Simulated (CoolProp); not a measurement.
Vapour-liquid equilibrium of R114 (1) + benzene (2) at 0.611 MPa; x and y are mole fractions of (1).

Computed with CoolProp (multi-fluid Helmholtz-energy mixture model, Platzer 1990 and Thol 2012; pair parameters Bell 2016). This equation is an older, rougher fit; its heat capacities, sound speeds and derivatives of the liquid may be far off and weren't checked against measurements.

```csv
x,bubble temperature (K),y at the bubble point,dew temperature at overall composition x (K),liquid density (mol/L)
0.05,406.9,0.328,422.9,?
0.2,374.3,0.716,414.7,?
0.35,?,?,405.4,9.197
0.5,352.6,0.876,394.6,?
0.65,347.0,0.912,381.3,8.520
0.8,342.0,0.947,363.8,?
0.95,337.0,?,?,7.882
```

Complete the blanks.


- 0.05, liquid density (mol/L): 9.428
- 0.2, liquid density (mol/L): 9.448
- 0.35, bubble temperature (K): 360.3
- 0.35, y at the bubble point: 0.825
- 0.5, liquid density (mol/L): 8.866
- 0.8, liquid density (mol/L): 8.188
- 0.95, y at the bubble point: 0.986
- 0.95, dew temperature at overall composition x (K): 341.5

No azeotrope shows between x = 0.05 and 0.95.

Pair parameters are fitted to limited data, so mixtures are less certain than the pure fluids.
